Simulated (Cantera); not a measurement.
A closed system holds: 1 mol V, 1.6 mol NH3, 0.031 mol H2O, held at 2027 °C and 1650 Torr.

Cantera equilibrium calculation (NASA polynomials, part measured and part estimated; ideal gas, pure solids and liquids). Candidate condensed phases: H2O, V, VN, VO, V2O3, V2O4, V2O5; 28 gas species. Mutual solubility and eutectic melting of coexisting phases are not modelled. VN, VO: taken at fixed stoichiometry. Condensed phases not in the tables: solid solutions among these carbides, nitrides and lower oxides, V2N. Kinetics and transport are ignored.

Base state: H2 0.878, N2 0.114, H 0.00612, H2O 0.00164, VO 3.48e-5, V 2.37e-5 (mole fractions); condensed: VN(s) + VO(l).

What changes in the equilibrium state with this change: V replaced by Cr?


```tsv
species	before	after
H2	0.878	0.732
N2	0.114	0.245
H2O	0.00164	0.00937
Cr	0	0.00868
VO	3.48e-5	0
CrO	0	0.000100
V	2.37e-5	0
OH	1.84e-6	1.15e-5
H	0.00612	0.00558
VN(s), mol	0.973	0
VO(l), mol	0.0263	0
Cr(l), mol	0	0.971
```
Further candidate phases: Cr, CrN, Cr2N, Cr2O3.
